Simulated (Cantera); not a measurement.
A perfectly stirred reactor is fed with 17.0 % CH₄, 17.4 % O₂, 65.6 % N₂, equivalence ratio 2.0, at 36000 Pa; it is adiabatic with a 450 K inlet, and is followed from long to short residence time, starting on the burning branch (τ in s: 0.11, 0.055, 0.028, 0.015, 0.0077, 0.004, 0.0021, 0.0011, 0.00056, 0.00029, 0.00015, 7.8e-05, 4e-05).

Computed with Cantera and GRI-Mech 3.0 (53 species, 325 reactions).

One state of this run: T (K) = 1739; x CH₄ = 0.0116; x O₂ = 0.00302; x N₂O = 6.80e-10; x HCO = 2.80e-7; x H = 0.000484; x H₂O = 0.160; x CO = 0.0876. x: mole fraction; the columns are a selection and need not sum to one.

Task: Which value of τ (s) does it belong to?
A. 0.0021
B. 4.0e-5
C. 0.028
D. 7.8e-5

Result: C, 0.028
